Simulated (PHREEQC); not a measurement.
A solution holds 0.074 mol K2SO4 per kg of water, at 20 °C. It is in equilibrium with CO2 at log p = -3.4 (atm). Otherwise closed; pH follows from the charge balance.

Computed with PHREEQC (Pitzer model, pitzer.dat).

The ionic strength comes out as 0.222 mol/kgw. What activity coefficients do HCO3-, HSO4-, SO4-2, K+, H+ get?

HCO3- 0.71, HSO4- 0.69, SO4-2 0.24, K+ 0.66, H+ 0.63. Single-ion values are on the MacInnes scale.

Precipitation was switched off in this run.
